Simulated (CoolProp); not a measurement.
Vapour-liquid equilibrium of isopentane (1) + R365MFC (2) at 1.13 MPa; x and y are mole fractions of (1).

The numbers come from the multi-fluid Helmholtz-energy mixture model, Lemmon 2006 and Lemmon 2016; pair parameters Bell 2016 in CoolProp.

Q: Give the bubble temperature and the first vapour's composition at x = 0.15, 0.45, 0.65. Is there an azeotrope?

A: x = 0.15: 393.5 K, y = 0.251; x = 0.45: 385.9 K, y = 0.512; x = 0.65: 385.2 K, y = 0.631. y crosses x between x = 0.55 and 0.65: the model has an azeotrope there.

Pair parameters are fitted to limited data, so mixtures are less certain than the pure fluids.
